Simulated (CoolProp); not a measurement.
A single-stage vapour-compression cycle with the fluid: evaporating at 196.15 K (dew point), condensing at 228.15 K (bubble point), superheat 0 K, subcooling 8 K, compressor efficiency 0.65, no pressure losses. The same conditions are run with several fluids, on thermodynamics alone (safety and materials aside).

Values from CoolProp's reference Helmholtz-energy equation of state of each fluid (R22: Kamei 1995; hydrogen sulfide: Lemmon 2006; hydrogen chloride: Thol 2018; R143a: Lemmon and Jacobsen 2000; R13: Platzer 1990; fluoroethane (R161): Wu 2012). The equations of Platzer and Polt are older, rougher fits.

| fluid | cooling COP | pressure ratio | discharge temperature (K) | refrigerating effect (kJ/kg) | volumetric capacity (kJ/m³) |
|---|---|---|---|---|---|
| R22 | 3.63 | 6.46 | 304.1 | 229 | 157 |
| hydrogen sulfide | 3.50 | 5.19 | 345.4 | 517 | 438 |
| hydrogen chloride | 3.45 | 4.08 | 338.8 | 394 | 1430 |
| R143a | 3.70 | 5.85 | 271.2 | 215 | 217 |
| R13 | 3.63 | 3.96 | 263.3 | 125 | 1070 |
| fluoroethane (R161) | 3.64 | 6.59 | 301.5 | 418 | 134 |
